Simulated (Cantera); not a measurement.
Cantera run:

```python
import numpy as np
import cantera as ct

gas_names = """
    CL CL2 H HCL H2 Si SiCL SiCL2 SiCL3 SiCL4 SiH SiHCL3 SiH2 SiH2CL2 SiH3 SiH3CL SiH4 Si2 Si3
""".split()
cond_names = """
    Si(cr) Si(L)
""".split()


# ... load() reads the species with a 1 bar reference pressure and builds the phases ...
atoms = {
    'SiH2Cl2': {'Si': 1, 'H': 2, 'CL': 2},
    'HCl': {'H': 1, 'CL': 1},
    'H2': {'H': 2},
}
top_T = {}  # K; cautious upper limits of use, not melting points


# ... equilibrate(T, P, feed) seeds the gas with the atoms and calls Mixture.equilibrate('TP', solver="vcs", rtol=1e-11, max_steps=5000) ...
results = []
feed = {'SiH2Cl2': 1, 'HCl': 0.075, 'H2': 87}  # mol
P = 31000  # Pa
for T in [923, 973, 1023, 1073, 1123, 1173, 1223, 1273, 1323, 1373, 1423]:
    mix = equilibrate(T, P, feed)
    results.append((T, P, feed, dict(zip(mix.species_names, mix.species_moles))))
    x = sorted(zip(gas.X, gas.species_names), reverse=True)
    print(f"T = {T:g} K  P = {P:g} Pa  gas = {mix.phase_moles(0):.4g} mol")
    print("   x: " + "  ".join(f"{s} {v:.3e}" for v, s in x if v > 0.001))
    print("   condensed (mol): " + ("  ".join(f"{mix.phase(i).name} {mix.phase_moles(i):.4g}"
          for i in range(1, mix.n_phases) if mix.phase_moles(i) > 1e-12) or "none"))
```

It prints:

```
T = 923 K  P = 31000 Pa  gas = 88.55 mol
   x: H2 9.908e-01  HCL 3.210e-03  SiHCL3 2.932e-03  SiCL4 2.665e-03
   condensed (mol): Si(cr) 0.4715
T = 973 K  P = 31000 Pa  gas = 88.6 mol
   x: H2 9.895e-01  HCL 5.012e-03  SiHCL3 2.654e-03  SiCL4 2.392e-03
   condensed (mol): Si(cr) 0.5161
T = 1023 K  P = 31000 Pa  gas = 88.66 mol
   x: H2 9.878e-01  HCL 7.351e-03  SiHCL3 2.299e-03  SiCL4 2.021e-03
   condensed (mol): Si(cr) 0.5733
T = 1073 K  P = 31000 Pa  gas = 88.74 mol
   x: H2 9.858e-01  HCL 1.013e-02  SiHCL3 1.871e-03  SiCL4 1.570e-03
   condensed (mol): Si(cr) 0.6403
T = 1123 K  P = 31000 Pa  gas = 88.83 mol
   x: H2 9.836e-01  HCL 1.310e-02  SiHCL3 1.397e-03  SiCL4 1.085e-03
   condensed (mol): Si(cr) 0.7104
T = 1173 K  P = 31000 Pa  gas = 88.91 mol
   x: H2 9.816e-01  HCL 1.584e-02
   condensed (mol): Si(cr) 0.7741
T = 1223 K  P = 31000 Pa  gas = 88.98 mol
   x: H2 9.801e-01  HCL 1.793e-02
   condensed (mol): Si(cr) 0.822
T = 1273 K  P = 31000 Pa  gas = 89.02 mol
   x: H2 9.791e-01  HCL 1.923e-02
   condensed (mol): Si(cr) 0.8514
T = 1323 K  P = 31000 Pa  gas = 89.04 mol
   x: H2 9.786e-01  HCL 1.990e-02  SiCL2 1.107e-03
   condensed (mol): Si(cr) 0.8661
T = 1373 K  P = 31000 Pa  gas = 89.06 mol
   x: H2 9.783e-01  HCL 2.021e-02  SiCL2 1.201e-03
   condensed (mol): Si(cr) 0.8721
T = 1423 K  P = 31000 Pa  gas = 89.07 mol
   x: H2 9.782e-01  HCL 2.033e-02  SiCL2 1.274e-03
   condensed (mol): Si(cr) 0.8735
```

Cantera equilibrium calculation (NASA polynomials, part measured and part estimated; ideal gas, pure solids and liquids). The tables' values for SiCl3 are old estimates; treat these amounts as uncertain.
